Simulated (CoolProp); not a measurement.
Vapour-liquid equilibrium of nitrogen (1) + methane (2) at -159.85 °C; x and y are mole fractions of (1).

The numbers come from the multi-fluid Helmholtz-energy mixture model, Span 2000 and Setzmann 1991; pair parameters Kunz 2012 in CoolProp.

```tsv
x	bubble pressure (MPa)	y at the bubble point	dew pressure at overall composition x (MPa)	liquid density (mol/L)
0.05	0.2439	0.524	0.1218	26.06
0.15	0.4633	0.755	0.1364	25.81
0.25	0.6457	0.830	0.1548	25.53
0.35	0.8021	0.869	0.1788	25.21
0.45	0.9416	0.894	0.2112	24.85
0.55	1.072	0.914	0.2575	24.43
0.65	1.201	0.931	0.3292	23.93
0.75	1.336	0.948	0.4544	23.35
0.85	1.487	0.966	0.7194	22.63
0.95	1.663	0.987	1.355	21.75
```

No azeotrope shows between x = 0.05 and 0.95.

The pair parameters rest on a limited set of measurements; away from them the model extrapolates. The gap from Raoult's law changes sign with composition, which may be real or a fault of the pair parameters; it wasn't checked against measurements.
